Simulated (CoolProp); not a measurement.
Ammonia at 511.15 K and 6.36 MPa flows at 1.5 m/s in a round tube of 50 mm bore and 15 µm roughness, fully developed (64/Re and Nu = 3.66 if laminar; Colebrook and Gnielinski if turbulent). Each further row changes one setting.

Values from CoolProp's reference Helmholtz-energy equation of state, Gao 2020.

```csv
case,Reynolds number,Darcy friction factor,pressure drop (Pa/m),heat-transfer coefficient (W/(m² K)),mass flow (kg/h)
as stated,113000,0.0191,12.1,305,(withheld)
velocity 3 m/s,226000,(withheld),44.1,(withheld),595
diameter 100 mm,226000,0.0165,5.20,264,1190
```

Task: Fill in the missing entries.

Result: 
- as stated, mass flow (kg/h): 297
- velocity 3 m/s, Darcy friction factor: 0.0175
- velocity 3 m/s, heat-transfer coefficient (W/(m² K)): 560

Viscosity comes from a separate model (Fenghour 1995). Thermal conductivity comes from a separate model (Tufeu 1984).
